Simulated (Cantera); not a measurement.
Input (Python, Cantera) and output of one run.

```python
import numpy as np
import cantera as ct

gas_names = [...]  # 95 gases of nasa_gas.yaml made of C, F, H
cond_names = """
    C(gr) C6H6(L) C7H8(L) C8H18(L),n-octa
""".split()


# ... load() reads the species with a 1 bar reference pressure and builds the phases ...
atoms = {
    'CHF3': {'C': 1, 'H': 1, 'F': 3},
    'F2': {'F': 2},
}
top_T = {'C(gr)': 4500}  # K; cautious upper limits of use, not melting points


# ... equilibrate(T, P, feed) seeds the gas with the atoms and calls Mixture.equilibrate('TP', solver="vcs", rtol=1e-11, max_steps=5000) ...
results = []
feed = {'CHF3': 1, 'F2': 0.039}  # mol
T = 1773  # K
P = 33  # Pa
mix = equilibrate(T, P, feed)
results.append((T, P, feed, dict(zip(mix.species_names, mix.species_moles))))
print(gas.report(threshold=0.0001))
for i in range(1, mix.n_phases):
    print(f"{mix.phase(i).name:16s} {mix.phase_moles(i):12.5e} mol")
```

It prints:

```
       temperature   1773 K
          pressure   33 Pa
           density   9.3043e-05 kg/m^3
  mean mol. weight   41.564 kg/kmol
   phase of matter   gas

                          1 kg             1 kmol
                     ---------------   ---------------
          enthalpy       -9.1835e+06        -3.817e+08  J
   internal energy       -9.5382e+06       -3.9644e+08  J
           entropy              8718        3.6235e+05  J/K
    Gibbs function        -2.464e+07       -1.0241e+09  J
 heat capacity c_p            1330.7             55308  J/K
 heat capacity c_v            1130.6             46993  J/K

                      mass frac. Y      mole frac. X     chem. pot. / RT
                     ---------------   ---------------   ---------------
               CF2          0.048073          0.039955           -58.015
               CF3         0.0025508         0.0015364           -85.765
               CF4            0.6325           0.29873           -113.52
                 F          0.013586          0.029723            -27.75
                HF           0.30326           0.63002           -51.249
     [  +90 minor]        3.0268e-05        4.0171e-05

C(gr)             4.59928e-01 mol
```

Equilibrium computed with Cantera from the NASA thermochemical tables; the gas is ideal and each condensed phase is pure. Gases not in the tables: C2F6 and larger saturated fluorocarbons.
